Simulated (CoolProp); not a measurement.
Vapour-liquid equilibrium of carbon dioxide (1) + CHF3 (R23) (2) at 256.6 K; x and y are mole fractions of (1).

Values from CoolProp's multi-fluid Helmholtz-energy mixture model, Span 1996 and Penoncello 2003; pair parameters Bell 2016.

```tsv
x	bubble pressure (bar)	y at the bubble point	dew pressure at overall composition x (bar)	liquid density (mol/L)
0.05	15.94	0.068	15.83	16.60
0.125	16.58	0.164	16.31	16.96
0.2	17.20	0.255	16.82	17.33
0.275	17.80	0.339	17.34	17.72
0.35	18.38	0.419	17.87	18.14
0.425	18.93	0.494	18.42	18.58
0.5	19.44	0.565	18.97	19.05
0.575	19.92	0.633	19.51	19.54
0.65	20.37	0.699	20.04	20.07
0.725	20.77	0.763	20.54	20.64
0.8	21.14	0.827	20.99	21.24
0.875	21.46	0.890	21.38	21.89
0.95	21.72	0.955	21.71	22.58
```

No azeotrope shows between x = 0.05 and 0.95.

Pair parameters are fitted to limited data, so mixtures are less certain than the pure fluids.
